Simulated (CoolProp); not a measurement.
A single-stage vapour-compression cycle with the fluid: evaporating at 194.15 K (dew point), condensing at 220.15 K (bubble point), superheat 5 K, subcooling 0 K, compressor efficiency 0.6, no pressure losses. The same conditions are run with several fluids, on thermodynamics alone (safety and materials aside).

Computed with CoolProp (reference Helmholtz-energy equation of state of each fluid (ethylene: Smukala 2000; R22: Kamei 1995; hydrogen chloride: Thol 2018; C2F6 (R116): Lemmon 2006; CH3F (R41): Lemmon 2006; carbonyl sulfide: Lemmon 2006)).

```json
[
 {"fluid": "ethylene", "cooling COP": "3.79", "pressure ratio": "2.70", "discharge temperature (K)": "277.6", "refrigerating effect (kJ/kg)": "?", "volumetric capacity (kJ/m³)": "?"},
 {"fluid": "R22", "cooling COP": "?", "pressure ratio": "4.95", "discharge temperature (K)": "?", "refrigerating effect (kJ/kg)": "?", "volumetric capacity (kJ/m³)": "135"},
 {"fluid": "hydrogen chloride", "cooling COP": "3.80", "pressure ratio": "3.32", "discharge temperature (K)": "329.3", "refrigerating effect (kJ/kg)": "398", "volumetric capacity (kJ/m³)": "1270"},
 {"fluid": "C2F6 (R116)", "cooling COP": "3.88", "pressure ratio": "3.40", "discharge temperature (K)": "240.8", "refrigerating effect (kJ/kg)": "95.0", "volumetric capacity (kJ/m³)": "?"},
 {"fluid": "CH3F (R41)", "cooling COP": "?", "pressure ratio": "?", "discharge temperature (K)": "306.9", "refrigerating effect (kJ/kg)": "440", "volumetric capacity (kJ/m³)": "918"},
 {"fluid": "carbonyl sulfide", "cooling COP": "3.91", "pressure ratio": "4.18", "discharge temperature (K)": "317.3", "refrigerating effect (kJ/kg)": "300", "volumetric capacity (kJ/m³)": "233"}
]
```

### Question
What belongs in the gaps?

### Answer

- ethylene, refrigerating effect (kJ/kg): 383
- ethylene, volumetric capacity (kJ/m³): 2490
- R22, cooling COP: 3.96
- R22, discharge temperature (K): 298.6
- R22, refrigerating effect (kJ/kg): 231
- C2F6 (R116), volumetric capacity (kJ/m³): 796
- CH3F (R41), cooling COP: 3.86
- CH3F (R41), pressure ratio: 3.51
